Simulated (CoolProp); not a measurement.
Dry air at 740.13 K and 0.103 MPa is compressed adiabatically to 0.536 MPa with isentropic efficiency 0.6. Each further row changes one setting.

Computed with CoolProp (reference Helmholtz-energy equation of state, Lemmon 2000). It is a pseudo-pure fit of the blend.

| case | work (kJ/kg) | final temperature (K) | final density (kg/m³) |
|---|---|---|---|
| as stated | ? | ? | ? |
| efficiency 1 | ? | ? | ? |
| efficiency 0.65 | ? | 1327.8 | ? |

Complete the blanks.


- as stated, work (kJ/kg): 729
- as stated, final temperature (K): 1374.7
- as stated, final density (kg/m³): 1.36
- efficiency 1, work (kJ/kg): 437
- efficiency 1, final temperature (K): 1128.0
- efficiency 1, final density (kg/m³): 1.65
- efficiency 0.65, work (kJ/kg): 673
- efficiency 0.65, final density (kg/m³): 1.40
